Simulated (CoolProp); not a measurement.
n-hexane along the isobar 1.22 MPa: fugacity coefficient from the reference equation and from simpler models built on Tc = 234.7 °C, pc = 3.044 MPa, ω = 0.300; each cubic takes its own stable root.

Computed with CoolProp (reference Helmholtz-energy equation of state, Thol 2019).

```json
[
 {"T (°C)": "226.65", "phase": "gas", "reference": "0.8548", "van der Waals": "0.8771", "Soave-Redlich-Kwong": "0.8589", "Peng-Robinson": "0.8459"},
 {"T (°C)": "235.75", "phase": "gas", "reference": "0.8637", "van der Waals": "0.8824", "Soave-Redlich-Kwong": "0.8675", "Peng-Robinson": "0.8545"},
 {"T (°C)": "244.85", "phase": "gas", "reference": "0.8719", "van der Waals": "0.8874", "Soave-Redlich-Kwong": "0.8754", "Peng-Robinson": "0.8626"},
 {"T (°C)": "253.95", "phase": "gas", "reference": "0.8795", "van der Waals": "0.8922", "Soave-Redlich-Kwong": "0.8828", "Peng-Robinson": "0.8702"},
 {"T (°C)": "263.05", "phase": "gas", "reference": "0.8866", "van der Waals": "0.8966", "Soave-Redlich-Kwong": "0.8898", "Peng-Robinson": "0.8772"},
 {"T (°C)": "272.15", "phase": "gas", "reference": "0.8931", "van der Waals": "0.9009", "Soave-Redlich-Kwong": "0.8963", "Peng-Robinson": "0.8839"},
 {"T (°C)": "281.25", "phase": "gas", "reference": "0.8992", "van der Waals": "0.9049", "Soave-Redlich-Kwong": "0.9024", "Peng-Robinson": "0.8901"},
 {"T (°C)": "290.35", "phase": "gas", "reference": "0.9048", "van der Waals": "0.9087", "Soave-Redlich-Kwong": "0.9081", "Peng-Robinson": "0.8960"},
 {"T (°C)": "299.55", "phase": "gas", "reference": "0.9102", "van der Waals": "0.9123", "Soave-Redlich-Kwong": "0.9135", "Peng-Robinson": "0.9016"},
 {"T (°C)": "308.65", "phase": "gas", "reference": "0.9151", "van der Waals": "0.9158", "Soave-Redlich-Kwong": "0.9186", "Peng-Robinson": "0.9068"},
 {"T (°C)": "317.75", "phase": "gas", "reference": "0.9198", "van der Waals": "0.9190", "Soave-Redlich-Kwong": "0.9233", "Peng-Robinson": "0.9117"},
 {"T (°C)": "326.85", "phase": "gas", "reference": "0.9241", "van der Waals": "0.9221", "Soave-Redlich-Kwong": "0.9278", "Peng-Robinson": "0.9163"}
]
```
